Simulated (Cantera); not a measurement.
An isothermal plug-flow reactor at 548 K and 3750 Torr (inlet), inlet velocity 0.75 m/s, active area per volume 330 1/m; feed H₂ : O₂ : N₂ = 0.005 : 0.013 : 0.79 (molar parts), equivalence ratio 0.19.

Computed with Cantera and Deutschmann's 1995 Pt surface mechanism with GRI-Mech 3.0 gas chemistry. Catalytic surfaces can have several steady states; this one follows from the mechanism file's or the stated starting coverage. Mass transfer to the wall is taken as infinitely fast.

### Question
What does this change do: N2 0.79 to 0.49 parts?

### Answer
```
quantity                 before    after
----------------------  -------  -------
x(H₂) at z = 0.035 m    1.92e-5  3.06e-5
x(O₂) at z = 0.035 m     0.0130   0.0208
x(H₂O) at z = 0.035 m   0.00619  0.00986
θ(free Pt) at the exit  0.00231  0.00230
θ(O*) at the exit         0.992    0.990
θ(OH*) at the exit      0.00609  0.00767
```

### Question
What does this change do: area per volume 330 to 250 1/m?

### Answer
```csv
quantity,before,after
x(H₂) at z = 0.035 m,1.92e-5,2.54e-5
x(O₂) at z = 0.035 m,0.0130,0.0130
x(H₂O) at z = 0.035 m,0.00619,0.00618
θ(free Pt) at the exit,0.00231,0.00304
θ(O*) at the exit,0.992,0.990
θ(OH*) at the exit,0.00609,0.00698
```
